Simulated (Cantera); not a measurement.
An isothermal, constant-pressure homogeneous reactor starts with 64.1 % CH4, 35.9 % H2O, at 2025 K and 1.09 atm.

Detailed kinetics in Cantera: GRI-Mech 3.0 (53 species, 325 reactions). GRI-Mech 3.0 stops at C3 and has no aromatics, soot or wall deposition, so with more carbon than oxygen in the feed, carbon stays in small species such as C2H2 where larger ones or solid carbon would form.

One state of this run: x CH4 = 0.00245; x H2O = 1.53e-6; x HCO = 1.06e-7; x C2H2 = 0.0690; x C2H6 = 1.24e-7; x CO = 0.180; x HO2 = <1e-12. x: mole fraction; the columns are a selection and need not sum to one.

Question: Which value of t (s) does it belong to?
(A) 0.000478
(B) 0.00114
(C) 0.0156
(D) 40.0

Answer: D, 40.0
